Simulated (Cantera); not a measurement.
An isothermal, constant-pressure homogeneous reactor starts with NO : N2 = 1 : 0.68 (molar parts), at 1698 K and 0.0632 atm. Integrator tolerance rtol = 1e-08.

Detailed kinetics in Cantera: GRI-Mech 3.0 (53 species, 325 reactions).

```tsv
quantity	before	after
x(NO) at 20.0 s	0.516 (gas-phase equilibrium 0.00324)	0.0115 (gas-phase equilibrium 0.00974)
x(N2) at 20.0 s	0.444 (gas-phase equilibrium 0.701)	0.696 (gas-phase equilibrium 0.697)
x(NO2) at 20.0 s	0.000177 (gas-phase equilibrium 3.05e-6)	5.41e-6 (gas-phase equilibrium 4.61e-6)
x(O2) at 20.0 s	0.0392 (gas-phase equilibrium 0.296)	0.291 (gas-phase equilibrium 0.291)
x(N2O) at 20.0 s	9.21e-5 (gas-phase equilibrium 4.51e-8)	1.40e-7 (gas-phase equilibrium 1.30e-7)
x(O) at 20.0 s	3.87e-5 (gas-phase equilibrium 9.47e-5)	0.00209 (gas-phase equilibrium 0.00209)
```

Name the change that produced these shifts.
(A) temperature 1698 to 1625 K
(B) N2 0.68 to 3.5 parts
(C) temperature 1698 to 2050 K
(D) temperature 1698 to 1550 K

C, temperature 1698 to 2050 K
